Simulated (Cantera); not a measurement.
Input (Python, Cantera) and output of one run.

```python
import numpy as np
import cantera as ct

gas_names = """
    Br2 NH3 N HBr H
""".split()
cond_names = """

""".split()


# ... load() reads the species with a 1 bar reference pressure and builds the phases ...
species = {s.name: s for s in load("nasa_gas.yaml", gas_names) + load("nasa_condensed.yaml", cond_names)}
# Each term lists the table entries of one substance; the one whose range holds T is used.
reactions = {
    '3 Br2(g) + 2 NH3(g) = 2 N(g) + 6 HBr(g)':
        [(-3, ['Br2']), (-2, ['NH3']), (2, ['N']), (6, ['HBr'])],
    'Br2(g) + 2 H(g) = 2 HBr(g)':
        [(-1, ['Br2']), (-2, ['H']), (2, ['HBr'])],
}


def pick(names, T):
    return next(species[n] for n in names if species[n].thermo.min_temp <= T <= species[n].thermo.max_temp)


results = []
for label, terms in reactions.items():
    print(label)
    print("     T/K   dH/kJ  dS/(J/K)   dG/kJ   log10 K")
    for T in [300, 1973, 2073, 2173, 2273, 2373, 2473, 2573, 2673, 2773, 2873]:
        used = [(nu, pick(names, T)) for nu, names in terms]
        dH = sum(nu * s.thermo.h(T) for nu, s in used) / 1e6
        dS = sum(nu * s.thermo.s(T) for nu, s in used) / 1e3
        dG = dH - T * dS / 1e3
        logK = -dG * 1e6 / (ct.gas_constant * T * np.log(10))
        results.append((label, T, dH, dS, dG, logK, [s.name for _, s in used]))
        print(f"{T:8g} {dH:8.1f} {dS:8.1f} {dG:8.1f} {logK:8.2f}")
```

Output:

```
3 Br2(g) + 2 NH3(g) = 2 N(g) + 6 HBr(g)
     T/K   dH/kJ  dS/(J/K)   dG/kJ   log10 K
     300    725.9    377.1    612.8  -106.69
    1973    742.7    406.2    -58.7     1.55
    2073    742.3    406.0    -99.3     2.50
    2173    741.8    405.7   -139.9     3.36
    2273    741.1    405.4   -180.4     4.15
    2373    740.3    405.1   -221.0     4.86
    2473    739.3    404.7   -261.4     5.52
    2573    738.2    404.2   -301.9     6.13
    2673    737.0    403.8   -342.3     6.69
    2773    735.8    403.3   -382.6     7.21
    2873    734.4    402.8   -423.0     7.69
Br2(g) + 2 H(g) = 2 HBr(g)
     T/K   dH/kJ  dS/(J/K)   dG/kJ   log10 K
     300   -539.8    -77.6   -516.5    89.94
    1973   -563.1   -107.7   -350.7     9.28
    2073   -563.9   -108.1   -339.9     8.56
    2173   -564.8   -108.5   -329.1     7.91
    2273   -565.6   -108.8   -318.2     7.31
    2373   -566.4   -109.2   -307.3     6.76
    2473   -567.2   -109.5   -296.3     6.26
    2573   -568.1   -109.9   -285.4     5.79
    2673   -568.9   -110.2   -274.4     5.36
    2773   -569.7   -110.5   -263.3     4.96
    2873   -570.5   -110.8   -252.3     4.59
```

Cantera with NASA thermochemical tables; ideal gases at 1 bar, condensed phases pure. Condensed species are held in their standard states even where they would react or evaporate.
